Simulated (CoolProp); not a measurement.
The fluid at 369.04 K and 0.497 MPa flows at 0.086 m/s in a round tube of 4.6 mm bore and 1.5 µm roughness, fully developed (64/Re and Nu = 3.66 if laminar; Colebrook and Gnielinski if turbulent). The same conditions are run with several fluids, on thermodynamics alone (safety and materials aside).

Computed with CoolProp (reference Helmholtz-energy equation of state of each fluid (CF4 (R14): Platzer 1990; sulfur hexafluoride: Guder 2009; R227EA: Lemmon 2016; ethane: Bücker 2006; carbon dioxide: Span 1996)). The equations of Platzer and Polt are older, rougher fits.

Rank CF4 (R14), sulfur hexafluoride, R227EA, ethane, carbon dioxide by Reynolds number, highest first.

R227EA (805), sulfur hexafluoride (520), CF4 (R14) (273), ethane (171), carbon dioxide (156)

```
fluid                Darcy friction factor  pressure drop (Pa/m)  heat-transfer coefficient (W/(m² K))  mass flow (kg/h)
-------------------  ---------------------  --------------------  ------------------------------------  ----------------
CF4 (R14)                            0.234                  2.70                                  17.4            0.0739
sulfur hexafluoride                  0.123                  2.41                                  14.8             0.125
R227EA                              0.0795                  1.88                                  15.2             0.151
ethane                               0.373                  1.49                                  24.9            0.0255
carbon dioxide                       0.410                  2.38                                  17.8            0.0371
```

Transport values come from each fluid's own correlations; those of CF4 (R14), R227EA are estimates that may be off by 10 % or more.
